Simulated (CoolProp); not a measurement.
Properties of propylene along the isotherm 328.5 K (Tc = 364.2 K, pc = 4555 kPa, ω = 0.146).

Values from CoolProp's reference Helmholtz-energy equation of state, Lemmon 2013.

```json
[
 {"p (kPa)": "228", "phase": "gas", "viscosity (µPa s)": "…", "conductivity (mW/(m K))": "…"},
 {"p (kPa)": "455", "phase": "gas", "viscosity (µPa s)": "…", "conductivity (mW/(m K))": "…"},
 {"p (kPa)": "683", "phase": "gas", "viscosity (µPa s)": "9.56", "conductivity (mW/(m K))": "21.0"},
 {"p (kPa)": "911", "phase": "gas", "viscosity (µPa s)": "9.64", "conductivity (mW/(m K))": "…"},
 {"p (kPa)": "1140", "phase": "gas", "viscosity (µPa s)": "9.76", "conductivity (mW/(m K))": "21.7"},
 {"p (kPa)": "1370", "phase": "gas", "viscosity (µPa s)": "9.91", "conductivity (mW/(m K))": "…"},
 {"p (kPa)": "1590", "phase": "gas", "viscosity (µPa s)": "10.1", "conductivity (mW/(m K))": "23.0"},
 {"p (kPa)": "1820", "phase": "gas", "viscosity (µPa s)": "10.3", "conductivity (mW/(m K))": "…"},
 {"p (kPa)": "2050", "phase": "gas", "viscosity (µPa s)": "…", "conductivity (mW/(m K))": "25.1"}
]
```

Fill in the missing entries.


- 228, viscosity (µPa s): 9.46
- 228, conductivity (mW/(m K)): 20.4
- 455, viscosity (µPa s): 9.50
- 455, conductivity (mW/(m K)): 20.7
- 911, conductivity (mW/(m K)): 21.3
- 1370, conductivity (mW/(m K)): 22.3
- 1820, conductivity (mW/(m K)): 23.9
- 2050, viscosity (µPa s): 10.6

Viscosity comes from a separate model (Huber 2003), an estimate that may be off by 10 % or more. Thermal conductivity comes from a separate model (Huber 2003), an estimate that may be off by 10 % or more.
